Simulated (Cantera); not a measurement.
What does this Cantera script print?

```python
import numpy as np
import cantera as ct

gas_names = """
    O O2 O3 Ta TaO TaO2
""".split()
cond_names = """
    Ta(cr) Ta(L) Ta2O5(s) Ta2O5(L)
""".split()


# ... load() reads the species with a 1 bar reference pressure and builds the phases ...
atoms = {
    'Ta': {'Ta': 1},
    'O2': {'O': 2},
}
top_T = {}  # K; cautious upper limits of use, not melting points


# ... equilibrate(T, P, feed) seeds the gas with the atoms and calls Mixture.equilibrate('TP', solver="vcs", rtol=1e-11, max_steps=5000) ...
results = []
feed = {'Ta': 1, 'O2': 4.7}  # mol
P = 100000  # Pa
for T in [898, 1048, 1198, 1348, 1498, 1648, 1798, 1948, 2098, 2248, 2398, 2548, 2698]:
    mix = equilibrate(T, P, feed)
    results.append((T, P, feed, dict(zip(mix.species_names, mix.species_moles))))

top = {s: max(r[3][s] / sum(r[3][g] for g in gas_names) for r in results) for s in gas_names}
cols = sorted((s for s in top if top[s] > 1e-05), key=lambda s: -top[s])[:9]
seen = [c for c in cond_names if any(r[3].get(c, 0) > 1e-12 for r in results)]
print("log10 of partial pressures in bar; condensed amounts in mol")
print(f"{'T/K':>10s}" + "".join(f"{s[:9]:>10s}" for s in cols + seen))
for T, P, feed, n in results:
    ng = sum(n[g] for g in gas_names)
    print(f"{T:10.4g}" + "".join(f"{np.log10(max(n[s] / ng * P / 1e5, 1e-99)):10.3f}" for s in cols)
          + "".join(f"{n.get(c, 0):10.4g}" for c in seen))
```

Output:

```
log10 of partial pressures in bar; condensed amounts in mol
       T/K        O2         O      TaO2  Ta2O5(s)  Ta2O5(L)
       898    -0.000   -11.302   -34.684       0.5         0
      1048    -0.000    -9.199   -27.963       0.5         0
      1198    -0.000    -7.619   -22.950       0.5         0
      1348    -0.000    -6.389   -19.073       0.5         0
      1498    -0.000    -5.404   -15.990       0.5         0
      1648    -0.000    -4.597   -13.483       0.5         0
      1798    -0.000    -3.923   -11.406       0.5         0
      1948    -0.000    -3.353    -9.659       0.5         0
      2098    -0.001    -2.863    -8.200         0       0.5
      2248    -0.002    -2.439    -7.023         0       0.5
      2398    -0.004    -2.068    -6.004         0       0.5
      2548    -0.008    -1.742    -5.114         0       0.5
      2698    -0.016    -1.454    -4.332         0    0.4999
```

Method: chemical equilibrium by Gibbs-energy minimisation in Cantera with the NASA 1993 tables (ideal gas, pure condensed phases).
